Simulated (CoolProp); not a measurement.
Values from CoolProp's reference Helmholtz-energy equation of state, Lemmon 2006. It is a short technical equation, of lower accuracy than the large ones.

Task: For C2F6 (R116), give the phase and the cv (kJ/(kg K)), speed of sound (m/s), isothermal compressibility (1/MPa), conductivity (mW/(m K)) at 78.25 °C and 12.6 MPa.

Result: 
- 78.25 °C and 12.6 MPa: supercritical; cv 0.840, speed of sound 206, isothermal compressibility 0.0379, conductivity 40.5

Thermal conductivity comes from a separate model (Huber 2003), an estimate that may be off by 10 % or more.
